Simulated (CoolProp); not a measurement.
Saturation properties of ammonia.

The numbers come from the reference Helmholtz-energy equation of state, Gao 2020 in CoolProp.

```json
[
 {"T (°C)": "-64.65", "p (bar)": "0.1596", "liquid density (kg/m³)": "718.9", "enthalpy of vaporisation (kJ/kg)": "1456", "liquid cp (kJ/(kg K))": "4.346", "vapour Z": "0.9916", "vapour viscosity (µPa s)": "7.17"},
 {"T (°C)": "-55.15", "p (bar)": "0.2981", "liquid density (kg/m³)": "707.8", "enthalpy of vaporisation (kJ/kg)": "1431", "liquid cp (kJ/(kg K))": "4.382", "vapour Z": "0.9874", "vapour viscosity (µPa s)": "7.43"},
 {"T (°C)": "-45.65", "p (bar)": "0.5247", "liquid density (kg/m³)": "696.6", "enthalpy of vaporisation (kJ/kg)": "1405", "liquid cp (kJ/(kg K))": "4.419", "vapour Z": "0.9818", "vapour viscosity (µPa s)": "7.70"},
 {"T (°C)": "-36.05", "p (bar)": "0.8816", "liquid density (kg/m³)": "685.0", "enthalpy of vaporisation (kJ/kg)": "1378", "liquid cp (kJ/(kg K))": "…", "vapour Z": "0.9747", "vapour viscosity (µPa s)": "7.97"},
 {"T (°C)": "-26.55", "p (bar)": "1.408", "liquid density (kg/m³)": "673.2", "enthalpy of vaporisation (kJ/kg)": "1349", "liquid cp (kJ/(kg K))": "4.491", "vapour Z": "0.9659", "vapour viscosity (µPa s)": "8.25"},
 {"T (°C)": "-17.05", "p (bar)": "2.162", "liquid density (kg/m³)": "661.2", "enthalpy of vaporisation (kJ/kg)": "1319", "liquid cp (kJ/(kg K))": "4.530", "vapour Z": "…", "vapour viscosity (µPa s)": "8.54"},
 {"T (°C)": "-7.55", "p (bar)": "3.208", "liquid density (kg/m³)": "648.8", "enthalpy of vaporisation (kJ/kg)": "1288", "liquid cp (kJ/(kg K))": "4.572", "vapour Z": "0.9428", "vapour viscosity (µPa s)": "8.83"},
 {"T (°C)": "2.05", "p (bar)": "4.632", "liquid density (kg/m³)": "635.8", "enthalpy of vaporisation (kJ/kg)": "1254", "liquid cp (kJ/(kg K))": "4.621", "vapour Z": "0.9280", "vapour viscosity (µPa s)": "9.12"},
 {"T (°C)": "11.55", "p (bar)": "6.484", "liquid density (kg/m³)": "622.6", "enthalpy of vaporisation (kJ/kg)": "1219", "liquid cp (kJ/(kg K))": "4.678", "vapour Z": "0.9111", "vapour viscosity (µPa s)": "9.41"},
 {"T (°C)": "21.05", "p (bar)": "8.862", "liquid density (kg/m³)": "…", "enthalpy of vaporisation (kJ/kg)": "1182", "liquid cp (kJ/(kg K))": "4.747", "vapour Z": "…", "vapour viscosity (µPa s)": "9.71"},
 {"T (°C)": "30.55", "p (bar)": "11.86", "liquid density (kg/m³)": "594.5", "enthalpy of vaporisation (kJ/kg)": "1142", "liquid cp (kJ/(kg K))": "4.831", "vapour Z": "0.8700", "vapour viscosity (µPa s)": "10.0"},
 {"T (°C)": "40.15", "p (bar)": "15.61", "liquid density (kg/m³)": "579.4", "enthalpy of vaporisation (kJ/kg)": "1099", "liquid cp (kJ/(kg K))": "4.935", "vapour Z": "0.8453", "vapour viscosity (µPa s)": "10.3"},
 {"T (°C)": "49.65", "p (bar)": "20.15", "liquid density (kg/m³)": "563.6", "enthalpy of vaporisation (kJ/kg)": "1053", "liquid cp (kJ/(kg K))": "5.063", "vapour Z": "0.8180", "vapour viscosity (µPa s)": "10.7"},
 {"T (°C)": "59.15", "p (bar)": "25.61", "liquid density (kg/m³)": "546.9", "enthalpy of vaporisation (kJ/kg)": "1003", "liquid cp (kJ/(kg K))": "5.226", "vapour Z": "0.7876", "vapour viscosity (µPa s)": "…"}
]
```

Q: What belongs in the gaps?

A: 
- -36.05, liquid cp (kJ/(kg K)): 4.455
- -17.05, vapour Z: 0.9554
- 21.05, liquid density (kg/m³): 608.8
- 21.05, vapour Z: 0.8918
- 59.15, vapour viscosity (µPa s): 11.0

It boils at -33.3 °C under 1 atm.

Viscosity comes from a separate model (Fenghour 1995).
